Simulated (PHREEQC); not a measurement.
Dissolve 0.22 mol H3PO4, 0.0041 mol NaF and 0.12 mol NaCl per kg of water at 25 °C. Closed to the air; pH follows from the charge balance.

Equilibrium calculation in PHREEQC: ion-association model, wateq4f.dat.

Precipitation was switched off in this run.

Q: Estimate the pH, ionic strength, activity of water.

A: pH 1.46; ionic strength 0.167 mol/kgw; activity of water 0.991.

Q: In which forms is P present?

A: H3PO4 79 %, H2PO4- 21 % of the P.

H3PO4, which wateq4f.dat lacks, is added to it with the constant of phreeqc.dat.
